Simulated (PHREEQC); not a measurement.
0.011 g of hydrous ferric oxide (600 m²/g; 0.2 weak and 0.005 strong sites per Fe, Dzombak-Morel constants, diffuse double layer) in 1 kg of water with 0.001 mol/kgw of an inert sodium salt and 3.1e-07 mol/kgw MnCl2 and 2.5e-05 mol/kgw PbCl2, at 25 °C; the pH is set by adding NaOH or the inert anion's acid. No oxygen is let in. The system is closed to CO2. Nothing may precipitate in this run.

All values are PHREEQC results (ion-association model, wateq4f.dat), not measurements.

```tsv
pH	Mn sorbed (%)	Pb sorbed (%)	surface charge σ (C/m²)	surface potential ψ (mV)
3	0.0	0.1	0.254	233
3.5	0.0	0.5	0.176	225
4	0.0	1.5	0.121	(withheld)
4.5	0.0	2.3	0.082	192
5	0.0	2.8	0.054	(withheld)
5.5	0.0	5.3	0.035	149
6	0.0	14.9	0.026	135
6.5	0.0	29.6	0.023	(withheld)
7	0.0	41.5	0.022	125
7.5	0.0	47.9	0.020	(withheld)
8	0.0	(withheld)	0.017	112
8.5	0.1	51.2	0.013	100
9	0.4	51.2	0.009	84
```

Task: Some entries are withheld; supply them.

Result: 
- 4, surface potential ψ (mV): 210
- 5, surface potential ψ (mV): 171
- 6.5, surface potential ψ (mV): 129
- 7.5, surface potential ψ (mV): 120
- 8, Pb sorbed (%): 50.5

The oxide is taken as insoluble; below pH 4 it would dissolve.
